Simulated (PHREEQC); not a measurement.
Solution (25 °C): 0.0078 mol (NH4)2SO4 and 0.00086 mol CaBr2 per kg of water. Closed to the air; pH follows from the charge balance.

The numbers come from PHREEQC with the ion-association model, wateq4f.dat.

Each row changes one thing in this solution. This is a speciation only: nothing precipitates in the calculation.

```json
[
 {"case": "as made", "pH": "5.67", "ionic strength (mol/kgw)": "0.0235"},
 {"case": "(NH4)2SO4 from 0.0078 to 0.0039 mol/kgw", "pH": "5.77", "ionic strength (mol/kgw)": "0.0131"},
 {"case": "CaBr2 left out", "pH": "5.67", "ionic strength (mol/kgw)": "…"},
 {"case": "(NH4)2SO4 left out", "pH": "7.00", "ionic strength (mol/kgw)": "0.00258"},
 {"case": "(NH4)2SO4 from 0.0078 to 0.00858 mol/kgw", "pH": "5.65", "ionic strength (mol/kgw)": "…"},
 {"case": "(NH4)2SO4 from 0.0078 to 0.00702 mol/kgw", "pH": "…", "ionic strength (mol/kgw)": "0.0214"},
 {"case": "diluted 2-fold with water", "pH": "5.77", "ionic strength (mol/kgw)": "0.0121"}
]
```

Task: What belongs in the gaps?

Result: 
- CaBr2 left out, ionic strength (mol/kgw): 0.0219
- (NH4)2SO4 from 0.0078 to 0.00858 mol/kgw, ionic strength (mol/kgw): 0.0255
- (NH4)2SO4 from 0.0078 to 0.00702 mol/kgw, pH: 5.68
